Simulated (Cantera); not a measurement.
Cantera run, input and output.

```python
import numpy as np
import cantera as ct

gas = ct.Solution("gri30.yaml")
gas.TPX = 1500, 100000, {'CO': 0.02, 'O2': 0.007, 'H2O': 0.033, 'N2': 1}
reactor = ct.IdealGasConstPressureReactor(gas, energy="off", clone=False)
net = ct.ReactorNet([reactor])
net.rtol, net.atol = 1e-08, 1e-18
show = ['CO', 'O2', 'H2O', 'HO2', 'H2', 'NO']
times = np.geomspace(0.0001, 9, 12)

steps = ct.SolutionArray(gas, extra=["t"])
rows = []
print(f"{'t/s':>10s}{'T/K':>9s}{'P/Pa':>11s}" + "".join(f"{s:>11s}" for s in show))
for t in times:
    while net.time < t:
        t_next = net.step()
        steps.append(gas.state, t=t_next)
    rows.append([np.interp(t, steps.t, y) for y in (steps.T, steps.P, *steps(*show).X.T)])
    print(f"{t:10.3e}{rows[-1][0]:9.1f}{rows[-1][1]:11.4g}" + "".join(f"{x:11.3e}" for x in rows[-1][2:]))
rate = np.gradient(steps.T, steps.t)
print("integrator steps:", len(steps.t))
if steps.T.max() > steps.T[0] + 200:
    print(f"time of steepest temperature rise: {steps.t[rate.argmax()]:.4e} s")
gas.TPX = 1500, 100000, {'CO': 0.02, 'O2': 0.007, 'H2O': 0.033, 'N2': 1}
gas.equilibrate("TP")
print(f"equilibrium (TP): T = {gas.T:.1f} K  " + "  ".join(f"{s} {gas[s].X[0]:.3e}" for s in show))
```

Result:

```
       t/s      T/K       P/Pa         CO         O2        H2O        HO2         H2         NO
 1.000e-04   1500.0      1e+05  1.887e-02  6.604e-03  3.113e-02  3.184e-09  2.211e-08  1.578e-14
 2.821e-04   1500.0      1e+05  1.886e-02  6.602e-03  3.113e-02  3.984e-08  1.059e-06  4.667e-13
 7.957e-04   1500.0      1e+05  1.551e-02  5.349e-03  2.939e-02  1.434e-06  1.072e-03  3.699e-08
 2.245e-03   1500.0      1e+05  4.637e-03  1.149e-03  2.718e-02  3.630e-07  2.948e-03  2.577e-06
 6.332e-03   1500.0      1e+05  3.562e-03  2.384e-04  2.847e-02  7.907e-08  2.457e-03  3.458e-06
 1.786e-02   1500.0      1e+05  3.336e-03  2.866e-05  2.884e-02  9.837e-09  2.366e-03  3.595e-06
 5.039e-02   1500.0      1e+05  3.319e-03  2.612e-06  2.893e-02  8.598e-10  2.370e-03  3.605e-06
 1.421e-01   1500.0      1e+05  3.322e-03  2.505e-07  2.895e-02  6.796e-11  2.374e-03  3.589e-06
 4.009e-01   1500.0      1e+05  3.324e-03  2.659e-08  2.896e-02  4.718e-12  2.376e-03  3.555e-06
 1.131e+00   1500.0      1e+05  3.325e-03  3.311e-09  2.896e-02  3.296e-13  2.376e-03  3.501e-06
 3.190e+00   1500.0      1e+05  3.325e-03  7.613e-10  2.896e-02  5.511e-14  2.376e-03  3.419e-06
 9.000e+00   1500.0      1e+05  3.325e-03  5.641e-10  2.896e-02  3.973e-14  2.376e-03  3.266e-06
integrator steps: 1861
equilibrium (TP): T = 1500.0 K  CO 3.323e-03  O2 5.395e-10  H2O 2.896e-02  HO2 3.768e-14  H2 2.375e-03  NO 6.842e-08
```

Cantera simulation using GRI-Mech 3.0 (53 species, 325 reactions); the numbers are that mechanism's predictions, not measurements.
